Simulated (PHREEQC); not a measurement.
Silver or lead bath

A solution holds 0.0099 mol/kgw Ag2SO4, 3.1e-05 mol/kgw KNO3 and 0.0048 mol/kgw Cu(NO3)2, at 20 °C. Closed to the air; pH follows from the charge balance.

Model: ion-association model, wateq4f.dat, run in PHREEQC.

Each row changes one thing in this solution. This is a speciation only: nothing precipitates in the calculation.

| case | pH | ionic strength (mol/kgw) |
|---|---|---|
| as made | 5.14 | 0.0362 |
| Ag2SO4 left out | 4.98 | 0.0144 |
| Cu(NO3)2 replaced by NaNO3 at the same molality | 6.92 | 0.0313 |
| diluted 2-fold with water | 5.25 | [?] |
| 0.00091 mol/kgw HBF4 added | 2.99 | [?] |
| temperature from 20 to 60 °C | [?] | 0.0352 |
| KNO3 from 3.1e-05 to 6.2e-06 mol/kgw | 5.14 | 0.0362 |

Question: What belongs in the gaps?

Answer: 
- diluted 2-fold with water, ionic strength (mol/kgw): 0.0191
- 0.00091 mol/kgw HBF4 added, ionic strength (mol/kgw): 0.0373
- temperature from 20 to 60 °C, pH: 4.75

Some of these states are supersaturated (in Antlerite, Brochantite, Tenorite (slow to form), for instance). Constants without temperature data keep their 25 °C values here. Real BF4- forms and hydrolyses slowly; the run takes it at equilibrium.
